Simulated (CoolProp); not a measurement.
Vapour-liquid equilibrium of benzene (1) + toluene (2) at 165.35 °C; x and y are mole fractions of (1).

Computed with CoolProp (multi-fluid Helmholtz-energy mixture model, Thol 2012 and Lemmon 2006; pair parameters Bell 2016).

### Question
Give the bubble pressure and the first vapour's composition at x = 0.35, 0.65, 0.95. Is there an azeotrope?

### Answer
x = 0.35: 5.195 bar, y = 0.500; x = 0.65: 6.402 bar, y = 0.774; x = 0.95: 7.654 bar, y = 0.972. No azeotrope shows between x = 0.05 and 0.95.

The pair parameters rest on a limited set of measurements; away from them the model extrapolates.
